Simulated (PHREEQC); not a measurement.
1 kg of water holding 0.019 mol KCl and 0.019 mol MgCl2 is evaporated at 90 °C; the solids stay in contact with the brine. CO2 from the air is kept out. Solids allowed: Bischofite, Brucite, Carnallite, Sylvite, MgCl2_4H2O. Others were left out.

Model: Pitzer model, pitzer.dat, run in PHREEQC.

### Question
Predict ionic strength at water left (kg) = 0.4563, 0.01979.

### Answer
| water left (kg) | ionic strength |
|---|---|
| 0.4563 | 0.167 |
| 0.01979 | 3.84 |

At this temperature some constants are extrapolated from 25 °C, and those without enthalpy data are left unchanged.
